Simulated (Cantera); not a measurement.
Source: NASA polynomial tables (part measured, part estimated), evaluated in Cantera. Values are per mole of reaction as written; species without (g) are pure solids or liquids, kept so even where they would boil at 1 bar.

4 H(g) + 2 PbI2(g) + O2(g) ⇌ 2 PbO + 4 HI(g), with ΔH° = -1199.0 kJ and ΔS° = -424.2 J/K at 300 K.

### Question
How far is the shortcut ΔG° ≈ ΔH°(300 K) − T·ΔS°(300 K) from the full temperature-dependent value at 1023, 1173, 1323, 1473, 1623, 1773, 1923, 2073, 2223, 2373 K?

### Answer
```json
[
 {"T (K)": "1023", "shortcut (kJ)": "-765.1", "full (kJ)": "-761.6", "difference (kJ)": "-3.4", "difference in log10 K": "0.17", "condensed phases": "PbO(yellow)"},
 {"T (K)": "1173", "shortcut (kJ)": "-701.4", "full (kJ)": "-698.4", "difference (kJ)": "-3.0", "difference in log10 K": "0.13", "condensed phases": "PbO(l)"},
 {"T (K)": "1323", "shortcut (kJ)": "-637.8", "full (kJ)": "-641.7", "difference (kJ)": "3.9", "difference in log10 K": "-0.15", "condensed phases": "PbO(l)"},
 {"T (K)": "1473", "shortcut (kJ)": "-574.1", "full (kJ)": "-585.6", "difference (kJ)": "11.4", "difference in log10 K": "-0.40", "condensed phases": "PbO(l)"},
 {"T (K)": "1623", "shortcut (kJ)": "-510.5", "full (kJ)": "-529.9", "difference (kJ)": "19.4", "difference in log10 K": "-0.63", "condensed phases": "PbO(l)"},
 {"T (K)": "1773", "shortcut (kJ)": "-446.9", "full (kJ)": "-474.8", "difference (kJ)": "28.0", "difference in log10 K": "-0.82", "condensed phases": "PbO(l)"},
 {"T (K)": "1923", "shortcut (kJ)": "-383.2", "full (kJ)": "-420.2", "difference (kJ)": "37.0", "difference in log10 K": "-1.00", "condensed phases": "PbO(l)"},
 {"T (K)": "2073", "shortcut (kJ)": "-319.6", "full (kJ)": "-366.0", "difference (kJ)": "46.4", "difference in log10 K": "-1.17", "condensed phases": "PbO(l)"},
 {"T (K)": "2223", "shortcut (kJ)": "-256.0", "full (kJ)": "-312.3", "difference (kJ)": "56.3", "difference in log10 K": "-1.32", "condensed phases": "PbO(l)"},
 {"T (K)": "2373", "shortcut (kJ)": "-192.3", "full (kJ)": "-258.9", "difference (kJ)": "66.6", "difference in log10 K": "-1.47", "condensed phases": "PbO(l)"}
]
```
The shortcut ignores heat capacities and the phase changes listed.
